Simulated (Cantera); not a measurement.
# Ignition delay

Mixture: 5.79 % CH₄, 0.637 % C₂H₆, 3.18 % C₃H₈, 17.5 % O₂, 66.0 % N₂, 6.94 % CO₂, equivalence ratio 1.7, at 3000000 Pa, adiabatic and at constant volume. Ignition delay is the time to a rise of 400 K.

Computed with Cantera and GRI-Mech 3.0 (53 species, 325 reactions). GRI-Mech 3.0 was tuned for natural gas; its chemistry of propane as a main component is partial and can be far from experiment. The pressure lies above the range GRI-Mech 3.0 was tuned for (to about 10 atm).

```tsv
T0 (K)	delay (ms)
1250	0.243
1325	0.0935
1400	0.0374
1475	0.0162
1550	0.00771
```

```json
{
  "apparent activation energy between 1400 and 1550 K": "190 kJ/mol"
}
```
